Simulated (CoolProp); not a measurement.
Saturation properties of decamethyltetrasiloxane (MD2M).

Values from CoolProp's reference Helmholtz-energy equation of state, Thol 2017.

| T (K) | p (kPa) | liquid density (kg/m³) | vapour density (kg/m³) | surface tension (mN/m) |
|---|---|---|---|---|
| 414.6 | 22.51 | 729.2 | 2.077 | 8.68 |
| 433.7 | 40.93 | 707.7 | 3.662 | 7.44 |
| 452.8 | 69.71 | 685.3 | 6.091 | 6.26 |
| 471.8 | 112.1 | 661.7 | 9.644 | 5.15 |
| 490.9 | 172.5 | 636.2 | 14.75 | 4.10 |
| 510 | 255.2 | 608.6 | 21.95 | 3.12 |
| 529.1 | 365.3 | 578.1 | 32.07 | 2.22 |
| 548.1 | 508.0 | 543.6 | 46.48 | 1.42 |
| 567.2 | 692.6 | 501.8 | 68.54 | 0.739 |
| 586.3 | 931.3 | 441.2 | 109.5 | 0.208 |

It boils at 467.6 K under 1 atm.

Surface tension comes from a separate correlation (Mulero 2014), older than this fluid's equation and unchecked against measurements.
